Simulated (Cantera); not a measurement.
An adiabatic, constant-pressure homogeneous reactor starts with CH4 : CO : O2 : N2 = 1 : 0.25 : 2.69 : 10.1 (molar parts), at 1500 K and 1.00 bar. Integrator tolerance rtol = 1e-08.

Cantera simulation using GRI-Mech 3.0 (53 species, 325 reactions); the numbers are that mechanism's predictions, not measurements.

What does this change do: constant volume in place of constant pressure?


```tsv
quantity	before	after
time of steepest temperature rise	1.08 ms	1.03 ms
temperature at 2.00 s	2657 K	2816 K
equilibrium temperature	2657 K	2816 K
x(CH4) at 2.00 s	<1e-12 (gas-phase equilibrium <1e-12)	<1e-12 (gas-phase equilibrium <1e-12)
x(CO) at 2.00 s	0.0246 (gas-phase equilibrium 0.0246)	0.0313 (gas-phase equilibrium 0.0313)
x(O2) at 2.00 s	0.0427 (gas-phase equilibrium 0.0427)	0.0433 (gas-phase equilibrium 0.0433)
x(HCN) at 2.00 s	2.15e-10 (gas-phase equilibrium 2.15e-10)	8.10e-10 (gas-phase equilibrium 8.10e-10)
x(OH) at 2.00 s	0.0171 (gas-phase equilibrium 0.0171)	0.0214 (gas-phase equilibrium 0.0214)
```

What does this change do: initial temperature 1500 to 1650 K?


| quantity | before | after |
|---|---|---|
| time of steepest temperature rise | 1.08 ms | 0.300 ms |
| temperature at 2.00 s | 2657 K | 2716 K |
| equilibrium temperature | 2657 K | 2716 K |
| x(CH4) at 2.00 s | <1e-12 (gas-phase equilibrium <1e-12) | <1e-12 (gas-phase equilibrium <1e-12) |
| x(CO) at 2.00 s | 0.0246 (gas-phase equilibrium 0.0246) | 0.0293 (gas-phase equilibrium 0.0293) |
| x(O2) at 2.00 s | 0.0427 (gas-phase equilibrium 0.0427) | 0.0437 (gas-phase equilibrium 0.0437) |
| x(HCN) at 2.00 s | 2.15e-10 (gas-phase equilibrium 2.15e-10) | 3.56e-10 (gas-phase equilibrium 3.56e-10) |
| x(OH) at 2.00 s | 0.0171 (gas-phase equilibrium 0.0171) | 0.0198 (gas-phase equilibrium 0.0198) |

What does this change do: 0.044 parts C2H6 added?


```
quantity                                                              before                                      after
---------------------------------  -----------------------------------------  -----------------------------------------
time of steepest temperature rise                                    1.08 ms                                   0.441 ms
temperature at 2.00 s                                                 2657 K                                     2685 K
equilibrium temperature                                               2657 K                                     2685 K
x(CH4) at 2.00 s                       <1e-12 (gas-phase equilibrium <1e-12)      <1e-12 (gas-phase equilibrium <1e-12)
x(CO) at 2.00 s                        0.0246 (gas-phase equilibrium 0.0246)      0.0303 (gas-phase equilibrium 0.0303)
x(O2) at 2.00 s                        0.0427 (gas-phase equilibrium 0.0427)      0.0358 (gas-phase equilibrium 0.0358)
x(HCN) at 2.00 s                   2.15e-10 (gas-phase equilibrium 2.15e-10)  3.66e-10 (gas-phase equilibrium 3.66e-10)
x(OH) at 2.00 s                        0.0171 (gas-phase equilibrium 0.0171)      0.0179 (gas-phase equilibrium 0.0179)
```
